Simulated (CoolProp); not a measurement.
Properties of acetone along the isotherm 543.1 K.

Model: reference Helmholtz-energy equation of state, Lemmon 2006, in CoolProp. It is a short technical equation, of lower accuracy than the large ones.

| p (MPa) | phase | density (kg/m³) | Joule-Thomson coefficient (K/MPa) | isothermal compressibility (1/MPa) | fugacity coefficient |
|---|---|---|---|---|---|
| 0.148 | gas | 1.923 | 9.224 | 6.825 | 0.9902 |
| 0.24 | gas | 3.137 | 9.259 | 4.235 | 0.9841 |
| 0.387 | gas | 5.111 | 9.317 | 2.654 | 0.9744 |
| 0.626 | gas | 8.407 | 9.412 | 1.669 | 0.9589 |
| 1.01 | gas | 13.95 | 9.570 | 1.065 | 0.9342 |
| 1.63 | gas | 23.64 | 9.840 | 0.6955 | 0.8951 |
| 2.64 | gas | 41.88 | 10.31 | 0.4752 | 0.8335 |
| 4.26 | gas | 81.30 | 11.10 | 0.3713 | 0.7394 |
| 6.89 | supercritical | 236.6 | 9.758 | 0.4709 | 0.5945 |
| 11.1 | supercritical | 431.3 | 1.649 | 0.03846 | 0.4290 |
| 18 | supercritical | 500.7 | 0.5168 | 0.01332 | 0.3195 |
| 29 | supercritical | 553.7 | 0.09967 | 0.006563 | 0.2591 |
| 46.9 | supercritical | 603.4 | -0.1167 | 0.003623 | 0.2382 |
